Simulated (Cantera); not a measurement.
# Formation from one mole of S2

Cantera with NASA thermochemical tables; ideal gases at 1 bar, condensed phases pure. Values are per mole of reaction as written; species without (g) are pure solids or liquids, kept so even where they would boil at 1 bar.

2 Ba + S2(g) → 2 BaS

```csv
T (K),ΔH° (kJ),ΔS° (J/K),ΔG° (kJ),log10 K
375,-1054.9,-194.0,-982.1,136.80
400,-1054.7,-193.5,-977.3,127.61
425,-1054.4,-193.0,-972.4,119.51
450,-1054.2,-192.5,-967.6,112.31
475,-1054.0,-192.1,-962.8,105.88
500,-1053.8,-191.7,-958.0,100.08
525,-1053.7,-191.3,-953.2,94.84
550,-1053.5,-191.0,-948.4,90.07
```

Ni + S2(g) → NiS2

| T (K) | ΔH° (kJ) | ΔS° (J/K) | ΔG° (kJ) | log10 K |
|---|---|---|---|---|
| 375 | -258.9 | -183.6 | -190.1 | 26.47 |
| 400 | -258.7 | -183.0 | -185.5 | 24.22 |
| 425 | -258.4 | -182.4 | -180.9 | 22.23 |
| 450 | -258.2 | -181.8 | -176.4 | 20.47 |
| 475 | -257.9 | -181.3 | -171.8 | 18.89 |
| 500 | -257.7 | -180.8 | -167.3 | 17.48 |
| 525 | -257.5 | -180.4 | -162.8 | 16.19 |
| 550 | -257.3 | -180.0 | -158.3 | 15.03 |

4 Na + S2(g) → 2 Na2S

```
T (K)  ΔH° (kJ)  ΔS° (J/K)  ΔG° (kJ)  log10 K
-----  --------  ---------  --------  -------
375      -869.9     -265.6    -770.3   107.29
400      -869.7     -265.1    -763.6    99.72
425      -869.5     -264.6    -757.0    93.04
450      -869.2     -264.0    -750.4    87.10
475      -868.9     -263.3    -743.8    81.79
500      -868.6     -262.6    -737.2    77.02
525      -868.2     -261.9    -730.7    72.70
550      -867.8     -261.2    -724.1    68.77
```

1.5 Ni + S2(g) → 0.5 Ni3S4

```csv
T (K),ΔH° (kJ),ΔS° (J/K),ΔG° (kJ),log10 K
375,-278.1,-177.3,-211.6,29.48
400,-277.8,-176.5,-207.2,27.06
425,-277.5,-175.7,-202.8,24.92
450,-277.1,-174.9,-198.4,23.03
475,-276.7,-174.1,-194.0,21.34
500,-276.3,-173.3,-189.7,19.82
525,-275.9,-172.5,-185.4,18.44
550,-275.5,-171.7,-181.1,17.20
```
